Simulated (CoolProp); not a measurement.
Saturation properties of n-pentane (Tc = 469.7 K, pc = 3.368 MPa, ω = 0.251).

Computed with CoolProp (reference Helmholtz-energy equation of state, Thol 2019).

```json
[
 {"T (K)": "264.5", "p (MPa)": "0.01625", "vapour viscosity (µPa s)": "5.96", "liquid conductivity (mW/(m K))": "125"},
 {"T (K)": "278.1", "p (MPa)": "0.03049", "vapour viscosity (µPa s)": "6.26", "liquid conductivity (mW/(m K))": "119"},
 {"T (K)": "291.7", "p (MPa)": "0.05347", "vapour viscosity (µPa s)": "6.55", "liquid conductivity (mW/(m K))": "114"},
 {"T (K)": "305.3", "p (MPa)": "0.08850", "vapour viscosity (µPa s)": "6.83", "liquid conductivity (mW/(m K))": "109"},
 {"T (K)": "319", "p (MPa)": "0.1399", "vapour viscosity (µPa s)": "7.09", "liquid conductivity (mW/(m K))": "104"},
 {"T (K)": "332.6", "p (MPa)": "0.2112", "vapour viscosity (µPa s)": "7.34", "liquid conductivity (mW/(m K))": "99.9"},
 {"T (K)": "346.2", "p (MPa)": "0.3076", "vapour viscosity (µPa s)": "7.57", "liquid conductivity (mW/(m K))": "95.5"},
 {"T (K)": "359.8", "p (MPa)": "0.4342", "vapour viscosity (µPa s)": "7.78", "liquid conductivity (mW/(m K))": "91.3"},
 {"T (K)": "373.4", "p (MPa)": "0.5964", "vapour viscosity (µPa s)": "7.98", "liquid conductivity (mW/(m K))": "87.5"},
 {"T (K)": "387.1", "p (MPa)": "0.8017", "vapour viscosity (µPa s)": "8.17", "liquid conductivity (mW/(m K))": "84.0"},
 {"T (K)": "400.7", "p (MPa)": "1.053", "vapour viscosity (µPa s)": "8.36", "liquid conductivity (mW/(m K))": "80.8"},
 {"T (K)": "414.3", "p (MPa)": "1.360", "vapour viscosity (µPa s)": "8.56", "liquid conductivity (mW/(m K))": "78.0"}
]
```

It boils at 309.2 K under 1 atm.

Viscosity comes from a separate model (Quiñones-Cisneros 2006), older than the equation that it now runs on, and unchecked against measurements. Thermal conductivity comes from a separate model (Vassiliou 2015).
